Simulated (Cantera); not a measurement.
Cantera run:

```python
import numpy as np
import cantera as ct

gas_names = """
    CL CL2 H HCL H2 N NH NH2 NH3 N2 N2H2 N2H4 Si SiCL SiCL2 SiCL3 SiCL4 SiH SiHCL3 SiH2 SiH2CL2 SiH3
    SiH3CL SiH4 SiN Si2 Si2N Si3
""".split()
cond_names = """
    NH4CL(a) NH4CL(b) Si(cr) Si(L) Si3N4(a)
""".split()


# ... load() reads the species with a 1 bar reference pressure and builds the phases ...
atoms = {
    'SiCl4': {'Si': 1, 'CL': 4},
    'NH3': {'N': 1, 'H': 3},
    'H2': {'H': 2},
}
top_T = {'Si3N4(a)': 2400}  # K; cautious upper limits of use, not melting points


# ... equilibrate(T, P, feed) seeds the gas with the atoms and calls Mixture.equilibrate('TP', solver="vcs", rtol=1e-11, max_steps=5000) ...
results = []
T = 1298  # K
P = 28000  # Pa
for m in [0.43, 0.67, 1, 1.6, 2.5, 3.8, 5.9, 9.1, 14, 22, 34, 52, 80]:
    feed = {'SiCl4': 1, 'NH3': 2.8, 'H2': m}  # mol
    mix = equilibrate(T, P, feed)
    results.append((T, P, feed, dict(zip(mix.species_names, mix.species_moles))))

top = {s: max(r[3][s] / sum(r[3][g] for g in gas_names) for r in results) for s in gas_names}
cols = sorted((s for s in top if top[s] > 1e-05), key=lambda s: -top[s])[:7]
seen = [c for c in cond_names if any(r[3].get(c, 0) > 1e-12 for r in results)]
print("log10 of partial pressures in bar; condensed amounts in mol")
print(f"{'n(H2)':>10s}" + "".join(f"{s[:9]:>10s}" for s in cols + seen))
for T, P, feed, n in results:
    ng = sum(n[g] for g in gas_names)
    print(f"{feed['H2']:10.4g}" + "".join(f"{np.log10(max(n[s] / ng * P / 1e5, 1e-99)):10.3f}" for s in cols)
          + "".join(f"{n.get(c, 0):10.4g}" for c in seen))
```

It prints:

```
log10 of partial pressures in bar; condensed amounts in mol
     n(H2)        H2       HCL        N2     SiCL4    SiHCL3     SiCL3     SiCL2  Si3N4(a)
      0.43    -0.908    -0.963    -1.444    -1.982    -3.273    -3.303    -3.847    0.2329
      0.67    -0.895    -0.969    -1.463    -2.019    -3.291    -3.328    -3.859    0.2377
         1    -0.878    -0.977    -1.488    -2.069    -3.316    -3.361    -3.876    0.2438
       1.6    -0.851    -0.992    -1.530    -2.157    -3.362    -3.420    -3.906    0.2537
       2.5    -0.819    -1.017    -1.586    -2.282    -3.429    -3.504    -3.949     0.266
       3.8    -0.782    -1.052    -1.657    -2.449    -3.525    -3.617    -4.009    0.2799
       5.9    -0.741    -1.108    -1.752    -2.692    -3.670    -3.784    -4.099    0.2953
       9.1    -0.699    -1.186    -1.864    -3.012    -3.871    -4.005    -4.221    0.3091
        14    -0.662    -1.288    -1.992    -3.411    -4.130    -4.283    -4.379    0.3194
        22    -0.630    -1.420    -2.140    -3.905    -4.460    -4.629    -4.576    0.3261
        34    -0.606    -1.567    -2.295    -4.436    -4.821    -5.001    -4.790    0.3295
        52    -0.589    -1.723    -2.455    -4.988    -5.200    -5.389    -5.013    0.3312
        80    -0.577    -1.891    -2.625    -5.571    -5.602    -5.797    -5.247     0.332
```

Cantera equilibrium calculation (NASA polynomials, part measured and part estimated; ideal gas, pure solids and liquids). The tables' values for SiCl3 are old estimates; treat these amounts as uncertain.
